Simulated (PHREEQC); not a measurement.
Consider water at 40 °C with 2.6 mmol/kgw H2SO4 and 0.031 mmol/kgw ZnSO4. It is in equilibrium with CO2 at log p = -3.4 (atm). Otherwise closed; pH follows from the charge balance.

Computed with PHREEQC (ion-association model, phreeqc.dat).

Each row changes one thing in this solution. This is a speciation only: nothing precipitates in the calculation.

| case | pH | ionic strength (mol/kgw) | SO4-2 (mol/kgw) | HSO4- (mol/kgw) | HCO3- (mol/kgw) |
|---|---|---|---|---|---|
| as made | 2.39 | 0.00631 | 0.00183 | 0.000795 | 1.27e-9 |
| diluted 5-fold with water | 3.02 | 0.00147 | 0.000472 | 5.38e-5 | 5.25e-9 |
| ZnSO4 from 3.1e-05 to 3.41e-05 mol/kgw | 2.39 | 0.00632 | 0.00183 | 0.000796 | 1.27e-9 |
| ZnSO4 from 3.1e-05 to 0.000155 mol/kgw | 2.39 | … | 0.00191 | … | 1.28e-9 |
| ZnSO4 left out | 2.39 | … | 0.00181 | 0.000790 | 1.27e-9 |
| ZnSO4 from 3.1e-05 to 2.79e-05 mol/kgw | 2.39 | 0.00630 | 0.00183 | 0.000795 | 1.27e-9 |
| 0.0014 mol/kgw LiF added | 2.51 | 0.00680 | 0.00197 | 0.000647 | 1.67e-9 |
| ZnSO4 from 3.1e-05 to 4.65e-05 mol/kgw | 2.39 | 0.00635 | 0.00184 | 0.000798 | 1.27e-9 |

### Question
What belongs in the gaps?

### Answer

- ZnSO4 from 3.1e-05 to 0.000155 mol/kgw, ionic strength (mol/kgw): 0.00666
- ZnSO4 from 3.1e-05 to 0.000155 mol/kgw, HSO4- (mol/kgw): 0.000818
- ZnSO4 left out, ionic strength (mol/kgw): 0.00622

At this temperature some constants are extrapolated from 25 °C, and those without enthalpy data are left unchanged.
